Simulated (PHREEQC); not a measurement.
Polishing slurry liquid: speciation

A solution holds 2.6 mmol/kgw H2SO4 and 5.7 mmol/kgw Fe(NO3)3, at 58 °C. Closed to the air; pH follows from the charge balance.

The numbers come from PHREEQC with the ion-association model, wateq4f.dat.

This is a speciation only: nothing precipitates in the calculation.

Task: Estimate the pH.

Result: pH 2.15.

Task: In which forms is S present?

Result: FeSO4+ 62 %, SO4-2 18 %, HSO4- 17 %, FeHSO4+2 2.2 %, Fe(SO4)2- 0.8 % of the S.

Saturation is exceeded, for instance for Hematite (slow to form), Goethite (slow to form); the values hold only as long as no solid forms. At this temperature some constants are extrapolated from 25 °C, and those without enthalpy data are left unchanged.
